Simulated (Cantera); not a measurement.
Charge: 1 mol Zr, 0.24 mol O₂, 58 mol N₂, held at 2700 K and 0.00900 Torr.

Equilibrium computed with Cantera from the NASA thermochemical tables; the gas is ideal and each condensed phase is pure. Candidate condensed phases: Zr, ZrN, ZrO₂; 13 gas species. Kinetics and transport are ignored.

Base state: N₂ 0.982, Zr 0.00897, ZrO 0.00797, N 0.000465, O 0.000155 (mole fractions); condensed: gas only.

**Question.** What changes in the equilibrium state with this change: temperature from 2700 K to 1773.15 K?

**Answer.** 
```
species                  before    after
---------------------  --------  -------
N₂                        0.982    1.000
ZrO                     0.00797  6.85e-7
N                      0.000465  6.50e-9
Zr                      0.00897    <1e-9
O                      0.000155  2.10e-9
ZrN(s), mol                   0    0.760
ZrO₂(tetragonal), mol         0    0.240
```
Mutual solubility and eutectic melting of coexisting phases are not modelled. ZrN: taken at fixed stoichiometry. Condensed phases not in the tables: solid solutions among these carbides, nitrides and lower oxides.
